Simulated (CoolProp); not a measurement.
Vapour-liquid equilibrium of benzene (1) + octamethylcyclotetrasiloxane (D4) (2) at 323.5 K; x and y are mole fractions of (1).

The numbers come from the multi-fluid Helmholtz-energy mixture model, Thol 2012 and Thol 2015; pair parameters Bell 2016 in CoolProp.

```csv
x,bubble pressure (bar),y at the bubble point,dew pressure at overall composition x (bar),liquid density (mol/L)
0.05,0.02379,0.706,?,3.242
0.15,0.06189,0.899,0.008608,3.541
0.25,0.1024,0.947,0.009722,3.888
0.35,0.1416,0.966,0.01117,4.296
0.45,0.1777,0.977,0.01312,4.781
0.55,0.2112,0.984,0.01590,5.369
0.65,0.2434,?,0.02018,6.094
0.75,0.2762,0.993,0.02762,7.009
0.85,0.3111,0.996,?,8.198
0.95,0.3483,0.999,0.1076,9.803
```

**Question.** Fill in the missing entries.

**Answer.** 
- 0.05, dew pressure at overall composition x (bar): 0.007723
- 0.65, y at the bubble point: 0.989
- 0.85, dew pressure at overall composition x (bar): 0.04383

No azeotrope shows between x = 0.05 and 0.95.

The pair parameters rest on a limited set of measurements; away from them the model extrapolates. The gap from Raoult's law changes sign with composition, which may be real or a fault of the pair parameters; it wasn't checked against measurements.
